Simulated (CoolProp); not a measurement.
A Linde-Hampson liquefier for methane: isothermal reversible compression at 290 K from 1 atm to 10 MPa, throttling to 1 atm, return gas leaving the recuperator 10 K below the feed. Each further row changes one setting.

Computed with CoolProp (reference Helmholtz-energy equation of state, Setzmann 1991).

```tsv
case	liquid yield per pass	compression work (kJ/kg of gas)
as stated	0.098	663
high pressure 20 MPa	0.196	747
warm-end temperature 320 K	0.067	742
warm-end gap 15 K	0.086	663
```
